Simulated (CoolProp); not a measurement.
Computed with CoolProp (reference Helmholtz-energy equation of state, Akasaka 2024).

### Question
For R1132(E), give the phase and the density (kg/m³), cv (kJ/(kg K)), speed of sound (m/s), expansivity (1/kK) at -28.15 °C and 25 bar.

### Answer
- -28.15 °C and 25 bar: liquid; density 1090, cv 1.06, speed of sound 809, expansivity 2.39
